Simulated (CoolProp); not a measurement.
Aqueous ethanol as a coolant, at 21 °C, 1 atm.

Model: Melinder's fits for secondary coolants, in CoolProp.

| mass % | freezing point (°C) | density (kg/m³) | conductivity (W/(m K)) | viscosity (mPa s) | Prandtl number |
|---|---|---|---|---|---|
| 5.3 | -2.2 | 988.4 | 0.562 | 1.22 | 9.22 |
| 8.7 | -3.7 | 983.3 | 0.538 | 1.41 | 11.2 |
| 12 | -5.5 | 978.9 | 0.517 | 1.60 | 13.4 |
| 15.4 | -7.7 | 974.5 | 0.495 | 1.81 | 15.9 |
| 18.7 | -10.1 | 970.2 | 0.475 | 2.01 | 18.4 |
| 22.1 | -12.9 | 965.6 | 0.455 | 2.21 | 20.9 |
| 25.4 | -15.8 | 960.8 | 0.436 | 2.37 | 23.3 |
| 28.8 | -19.0 | 955.4 | 0.418 | 2.52 | 25.5 |
| 32.1 | -22.2 | 949.8 | 0.400 | 2.63 | 27.4 |
| 35.5 | -25.4 | 943.5 | 0.383 | 2.71 | 29.1 |
| 38.8 | -28.5 | 937.0 | 0.367 | 2.76 | 30.5 |
| 42.2 | -31.5 | 930.0 | 0.351 | 2.78 | 31.6 |
